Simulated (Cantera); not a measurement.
An isothermal, constant-pressure homogeneous reactor starts with H₂ : O₂ : N₂ = 0.022 : 1 : 0.98 (molar parts), at 923 K and 10.00 Torr.

Cantera simulation using GRI-Mech 3.0 (53 species, 325 reactions); the numbers are that mechanism's predictions, not measurements. Radical loss at walls, strong at low pressure, is not modelled. Below about 950 K walls govern HO2 and H2O2 in real vessels.

x: mole fraction; the columns are a selection and need not sum to one.

```json
[
 {"t (s)": "7.00e-5", "x H₂": "0.0110", "x O₂": "0.499", "x H": "<1e-12", "x OH": "<1e-12", "x NO": "<1e-12"},
 {"t (s)": "0.000283", "x H₂": "0.0110", "x O₂": "0.499", "x H": "1.20e-12", "x OH": "<1e-12", "x NO": "<1e-12"},
 {"t (s)": "0.00114", "x H₂": "0.0110", "x O₂": "0.499", "x H": "3.94e-12", "x OH": "3.03e-12", "x NO": "<1e-12"},
 {"t (s)": "0.00461", "x H₂": "0.0110", "x O₂": "0.499", "x H": "3.96e-11", "x OH": "4.37e-11", "x NO": "<1e-12"},
 {"t (s)": "0.0186", "x H₂": "0.0110", "x O₂": "0.499", "x H": "1.30e-7", "x OH": "1.48e-7", "x NO": "<1e-12"},
 {"t (s)": "0.0752", "x H₂": "0.000209", "x O₂": "0.495", "x H": "0.000466", "x OH": "0.000241", "x NO": "9.24e-9"},
 {"t (s)": "0.304", "x H₂": "…", "x O₂": "0.497", "x H": "…", "x OH": "…", "x NO": "1.06e-8"},
 {"t (s)": "1.23", "x H₂": "6.89e-7", "x O₂": "0.497", "x H": "1.69e-7", "x OH": "1.18e-5", "x NO": "1.06e-8"},
 {"t (s)": "4.95", "x H₂": "4.40e-8", "x O₂": "0.497", "x H": "4.25e-9", "x OH": "3.50e-6", "x NO": "1.06e-8"},
 {"t (s)": "20.0", "x H₂": "3.18e-9", "x O₂": "0.497", "x H": "1.87e-10", "x OH": "1.24e-6", "x NO": "1.06e-8"}
]
```

Some entries are withheld; supply them.


- 0.304, x H₂: 9.76e-6
- 0.304, x H: 8.37e-6
- 0.304, x OH: 4.38e-5
